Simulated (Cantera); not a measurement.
Input: 1 mol B, 11 mol H2, held at 1677 °C and 0.00350 bar.

Cantera equilibrium calculation (NASA polynomials, part measured and part estimated; ideal gas, pure solids and liquids). Candidate condensed phases: B; 7 gas species. The tables' values for BH2 are old estimates; treat these amounts as uncertain. Rates play no part.

Base state: H2 0.980, H 0.0192, BH2 0.000342, B 1.62e-5 (mole fractions); condensed: B(s).

Task: What changes in the equilibrium state with this change: temperature from 1677 °C to 1625 °C?

Result: 
```json
[
 {"species": "H2", "before": "0.980", "after": "0.987"},
 {"species": "H", "before": "0.0192", "after": "0.0131"},
 {"species": "BH2", "before": "0.000342", "after": "0.000249"},
 {"species": "B", "before": "1.62e-5", "after": "6.36e-6"},
 {"species": "B(s), mol", "before": "0.996", "after": "0.997"}
]
```
